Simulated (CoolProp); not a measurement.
Computed with CoolProp (reference Helmholtz-energy equation of state, Thol 2012).

Question: For benzene, give the phase and the conductivity (mW/(m K)), fugacity coefficient at 293.9 K and 3680 kPa.

Answer: 
- 293.9 K and 3680 kPa: liquid; conductivity 144, fugacity coefficient 0.00321

Thermal conductivity comes from a separate model (Assael 2012).
